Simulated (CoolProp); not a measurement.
A single-stage vapour-compression cycle with R22: evaporating at 262.15 K (dew point), condensing at 289.15 K (bubble point), superheat 0 K, subcooling 5 K, compressor efficiency 0.85, no pressure losses. Each further row changes one setting.

Values from CoolProp's reference Helmholtz-energy equation of state, Kamei 1995.

| case | cooling COP | pressure ratio | discharge temperature (K) | refrigerating effect (kJ/kg) | volumetric capacity (kJ/m³) |
|---|---|---|---|---|---|
| as stated | 7.57 | 2.37 | 308.2 | 188 | 2780 |
| evaporating temperature 267.15 K | 9.63 | 1.99 | 304.2 | 190 | 3320 |
| condensing temperature 284.15 K | 9.49 | 2.05 | 300.1 | 194 | 2870 |
| subcooling 10 K | 7.81 | 2.37 | 308.2 | 194 | 2870 |
| superheat 10 K | 7.47 | 2.37 | 318.8 | 195 | 2740 |
| compressor efficiency 0.75 | 6.68 | 2.37 | 312.4 | 188 | 2780 |
